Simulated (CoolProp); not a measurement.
Saturation properties of R245ca (Tc = 447.6 K, pc = 3.941 MPa, ω = 0.355).

The numbers come from the reference Helmholtz-energy equation of state, Zhou 2016 in CoolProp.

| T (K) | p (MPa) | liquid density (kg/m³) | enthalpy of vaporisation (kJ/kg) |
|---|---|---|---|
| 306.9 | 0.1391 | 1365 | 199.3 |
| 316.6 | 0.1948 | 1340 | 193.6 |
| 326.4 | 0.2672 | 1313 | 187.6 |
| 336.1 | 0.3577 | 1286 | 181.4 |
| 345.9 | 0.4712 | 1258 | 174.9 |
| 355.6 | 0.6084 | 1229 | 168.1 |
| 365.4 | 0.7757 | 1197 | 160.8 |
| 375.1 | 0.9732 | 1165 | 153.0 |
| 384.8 | 1.206 | 1129 | 144.6 |
| 394.6 | 1.482 | 1090 | 135.2 |
| 404.3 | 1.800 | 1048 | 124.7 |

It boils at 298.4 K under 1 atm.
